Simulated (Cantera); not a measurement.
Standard-state values (1 bar) from the NASA 1993 polynomials, evaluated with Cantera. Values are per mole of reaction as written; species without (g) are pure solids or liquids, kept so even where they would boil at 1 bar.

Nb2O5 + H2(g) = H2O(g) + 2 NbO2

```json
[
 {"T (K)": "1075", "ΔH° (kJ)": "64.7", "ΔS° (J/K)": "21.3", "ΔG° (kJ)": "41.8", "log10 K": "-2.03"},
 {"T (K)": "1150", "ΔH° (kJ)": "[?]", "ΔS° (J/K)": "[?]", "ΔG° (kJ)": "[?]", "log10 K": "[?]"},
 {"T (K)": "1225", "ΔH° (kJ)": "[?]", "ΔS° (J/K)": "[?]", "ΔG° (kJ)": "[?]", "log10 K": "[?]"},
 {"T (K)": "1300", "ΔH° (kJ)": "74.0", "ΔS° (J/K)": "29.7", "ΔG° (kJ)": "35.4", "log10 K": "-1.42"},
 {"T (K)": "1375", "ΔH° (kJ)": "[?]", "ΔS° (J/K)": "[?]", "ΔG° (kJ)": "[?]", "log10 K": "[?]"},
 {"T (K)": "1450", "ΔH° (kJ)": "[?]", "ΔS° (J/K)": "[?]", "ΔG° (kJ)": "[?]", "log10 K": "[?]"}
]
```

Problem. Complete the blanks.

Solution. 
- 1150, ΔH° (kJ): 73.0
- 1150, ΔS° (J/K): 28.9
- 1150, ΔG° (kJ): 39.8
- 1150, log10 K: -1.81
- 1225, ΔH° (kJ): 74.0
- 1225, ΔS° (J/K): 29.7
- 1225, ΔG° (kJ): 37.6
- 1225, log10 K: -1.60
- 1375, ΔH° (kJ): 73.9
- 1375, ΔS° (J/K): 29.7
- 1375, ΔG° (kJ): 33.1
- 1375, log10 K: -1.26
- 1450, ΔH° (kJ): 73.9
- 1450, ΔS° (J/K): 29.6
- 1450, ΔG° (kJ): 30.9
- 1450, log10 K: -1.11
